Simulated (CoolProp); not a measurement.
R236FA along the isobar 3.25 MPa: density (kg/m³) from the reference equation and from simpler models built on Tc = 398.1 K, pc = 3.191 MPa, ω = 0.377; each cubic takes its own stable root.

Model: reference Helmholtz-energy equation of state, Pan 2012, in CoolProp.

| T (K) | phase | reference |
|---|---|---|
| 210.5 | liquid | 1630 |
| 224 | liquid | 1593 |
| 237.6 | liquid | 1555 |
| 251.1 | liquid | 1517 |
| 264.6 | liquid | 1478 |
| 278.2 | liquid | 1437 |
| 291.7 | liquid | 1395 |
| 305.2 | liquid | 1351 |
| 318.8 | liquid | 1304 |
| 332.3 | liquid | 1254 |
| 345.9 | liquid | 1198 |
| 359.4 | liquid | 1135 |
| 372.9 | liquid | 1059 |
| 386.5 | liquid | 952.3 |
| 400 | supercritical | 386.7 |

Task: How far does each simpler model (Redlich-Kwong, Peng-Robinson) lie from the reference over these 15 states: mean and median of the absolute difference, and the worst?

Result: 
- Redlich-Kwong: mean 14.7 %, median 14.1 %, worst -22.3 % at 386.5 K and 3.25 MPa
- Peng-Robinson: mean 2.4 %, median 1.9 %, worst -9.1 % at 386.5 K and 3.25 MPa
